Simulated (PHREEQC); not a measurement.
# Buffer: an equilibrium model

Make-up at 35 °C: 0.0026 mol/kgw H3BO3 and 0.043 mol/kgw Na2CO3. Closed to the air; pH follows from the charge balance.

Computed with PHREEQC (ion-association model, wateq4f.dat).

No solid was allowed to form.

Question: Predict the pH.

Answer: pH 10.70.

Question: In which forms is B present?

Answer: H2BO3- 98 %, H3BO3 2.1 % of the B.

Complexes and solids missing from the database can't appear.
